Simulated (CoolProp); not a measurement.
200 sccm (0 °C, 1 atm) of nitrogen bubbles through liquid dimethyl carbonate at 323.3 K and leaves saturated at a total pressure of 0.15 MPa (ideal gas phase). Each further row changes one setting.

Computed with CoolProp (reference Helmholtz-energy equation of state, Zhou 2011).

| case | vapour pressure (kPa) | mole fraction of vapour | delivery (mg/min) | delivery (sccm) | change of delivery for a bath 1 K warmer (%) |
|---|---|---|---|---|---|
| as stated | 23.4 | 0.156 | ? | ? | 5.1 |
| bath temperature 328.3 K | ? | ? | 191 | 47.5 | 5.2 |
| total pressure 0.3 MPa | 23.4 | ? | 68.0 | 16.9 | ? |

Question: Complete the blanks.

Answer: 
- as stated, delivery (mg/min): 149
- as stated, delivery (sccm): 37.0
- bath temperature 328.3 K, vapour pressure (kPa): 28.8
- bath temperature 328.3 K, mole fraction of vapour: 0.192
- total pressure 0.3 MPa, mole fraction of vapour: 0.0780
- total pressure 0.3 MPa, change of delivery for a bath 1 K warmer (%): 4.7
